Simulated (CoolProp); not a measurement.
Vapour-liquid equilibrium of ethane (1) + C2F6 (R116) (2) at 0.57 MPa; x and y are mole fractions of (1).

Values from CoolProp's multi-fluid Helmholtz-energy mixture model, Bücker 2006 and Lemmon 2006; pair parameters Bell 2016.

Task: Give the bubble temperature and the first vapour's composition at x = 0.2, 0.8, 0.95. Is there an azeotrope?

Result: x = 0.2: -49.0 °C, y = 0.416; x = 0.8: -54.4 °C, y = 0.726; x = 0.95: -51.7 °C, y = 0.880. y crosses x between x = 0.65 and 0.8: the model has an azeotrope there.

Pair parameters are fitted to limited data, so mixtures are less certain than the pure fluids.
